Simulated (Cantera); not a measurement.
An adiabatic, constant-pressure homogeneous reactor starts with CO : H2 : CH4 : O2 : N2 = 1 : 0.069 : 0.24 : 0.922 : 10.1 (molar parts), equivalence ratio 1.1, at 1750 K and 210 Torr.

Cantera simulation using GRI-Mech 3.0 (53 species, 325 reactions); the numbers are that mechanism's predictions, not measurements.

x: mole fraction; the columns are a selection and need not sum to one.

```
t (s)     T (K)    x CO     x H2   x CH4    x C2H2    x C2H6   x C2H
--------  -----  ------  -------  ------  --------  --------  ------
8.00e-6    1750  0.0811  0.00560  0.0195    <1e-12  8.06e-12  <1e-12
2.39e-5    1750  0.0811  0.00560  0.0195    <1e-12  5.11e-10  <1e-12
7.13e-5    1750  0.0811  0.00560  0.0194  1.28e-10   2.94e-8  <1e-12
0.000213   1750  0.0810  0.00559  0.0191   4.28e-8   2.25e-6  <1e-12
0.000635   1998  0.0615  0.00662  <1e-12    <1e-12    <1e-12  <1e-12
0.00190    2113     ___  0.00658  <1e-12    <1e-12    <1e-12  <1e-12
0.00566    2270  0.0488  0.00544  <1e-12    <1e-12    <1e-12  <1e-12
0.0169     2408     ___      ___  <1e-12    <1e-12    <1e-12  <1e-12
0.0504     2451  0.0371  0.00358  <1e-12    <1e-12    <1e-12  <1e-12
0.150      2450  0.0371  0.00359  <1e-12    <1e-12    <1e-12  <1e-12
0.449      2450  0.0371  0.00359  <1e-12    <1e-12    <1e-12  <1e-12
1.34       2450  0.0371  0.00359  <1e-12    <1e-12    <1e-12  <1e-12
4.00       2450  0.0371  0.00359  <1e-12    <1e-12    <1e-12  <1e-12
```

What belongs in the gaps?


- 0.00190, x CO: 0.0550
- 0.0169, x CO: 0.0405
- 0.0169, x H2: 0.00405
